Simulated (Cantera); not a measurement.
## Premixed flame

A freely propagating, adiabatic, planar premixed flame of 10.1 % CH4, 18.4 % O2, 71.5 % N2, equivalence ratio 1.1, unburnt at 548 K and 100000 Pa; mixture-averaged transport, grid criteria slope 0.08 and curve 0.16, no radiation.

Model: GRI-Mech 3.0 (53 species, 325 reactions), integrated in Cantera. Burning velocities carry a grid error of a few per cent, more on coarse grids.

```json
[
 {"z (mm)": "-1.07", "T (K)": "548", "u (m/s)": "1.04", "x CH4": "0.101", "x O2": "0.183", "x NO": "<1e-8", "x H": "<1e-8", "x C2H2": "<1e-8", "x CH2": "<1e-8"},
 {"z (mm)": "-0.710", "T (K)": "550", "u (m/s)": "1.04", "x CH4": "0.100", "x O2": "0.183", "x NO": "<1e-8", "x H": "<1e-8", "x C2H2": "3.84e-8", "x CH2": "<1e-8"},
 {"z (mm)": "-0.533", "T (K)": "558", "u (m/s)": "1.06", "x CH4": "0.0995", "x O2": "0.182", "x NO": "2.75e-8", "x H": "<1e-8", "x C2H2": "3.01e-7", "x CH2": "<1e-8"},
 {"z (mm)": "-0.355", "T (K)": "617", "u (m/s)": "1.18", "x CH4": "0.0950", "x O2": "0.177", "x NO": "2.61e-7", "x H": "6.10e-7", "x C2H2": "3.50e-6", "x CH2": "<1e-8"},
 {"z (mm)": "-0.178", "T (K)": "1015", "u (m/s)": "1.98", "x CH4": "0.0679", "x O2": "0.144", "x NO": "3.18e-6", "x H": "0.000126", "x C2H2": "5.04e-5", "x CH2": "3.05e-7"},
 {"z (mm)": "-0.0888", "T (K)": "1432", "u (m/s)": "2.82", "x CH4": "0.0372", "x O2": "0.102", "x NO": "7.72e-6", "x H": "0.000867", "x C2H2": "0.000149", "x CH2": "1.14e-5"},
 {"z (mm)": "0", "T (K)": "1814", "u (m/s)": "3.61", "x CH4": "0.00905", "x O2": "0.0543", "x NO": "1.59e-5", "x H": "0.00380", "x C2H2": "0.000268", "x CH2": "7.10e-5"},
 {"z (mm)": "0.0888", "T (K)": "1974", "u (m/s)": "3.93", "x CH4": "0.000732", "x O2": "0.0262", "x NO": "2.69e-5", "x H": "0.00761", "x C2H2": "6.52e-5", "x CH2": "2.58e-5"},
 {"z (mm)": "0.178", "T (K)": "2016", "u (m/s)": "4.00", "x CH4": "3.01e-5", "x O2": "0.0164", "x NO": "3.44e-5", "x H": "0.00941", "x C2H2": "3.15e-6", "x CH2": "1.58e-6"},
 {"z (mm)": "0.355", "T (K)": "2056", "u (m/s)": "4.06", "x CH4": "7.80e-8", "x O2": "0.0117", "x NO": "4.09e-5", "x H": "0.00958", "x C2H2": "<1e-8", "x CH2": "<1e-8"},
 {"z (mm)": "0.710", "T (K)": "2107", "u (m/s)": "4.14", "x CH4": "<1e-8", "x O2": "0.00951", "x NO": "4.75e-5", "x H": "0.00810", "x C2H2": "<1e-8", "x CH2": "<1e-8"},
 {"z (mm)": "1.42", "T (K)": "2168", "u (m/s)": "4.24", "x CH4": "<1e-8", "x O2": "0.00742", "x NO": "5.77e-5", "x H": "0.00594", "x C2H2": "<1e-8", "x CH2": "<1e-8"},
 {"z (mm)": "2.84", "T (K)": "2230", "u (m/s)": "4.35", "x CH4": "<1e-8", "x O2": "0.00519", "x NO": "7.45e-5", "x H": "0.00393", "x C2H2": "<1e-8", "x CH2": "<1e-8"}
]
```
x: mole fraction of selected species; z is measured from the peak of heat release.

| Item | Value |
|---|---|
| laminar burning velocity | 104 cm/s |
| thermal thickness | 0.355 mm |
| peak x(H) | 0.00977 |
| peak x(C2H2) | 0.000271 |
| peak x(CH2) | 7.28e-5 |
| grid points | 160 |
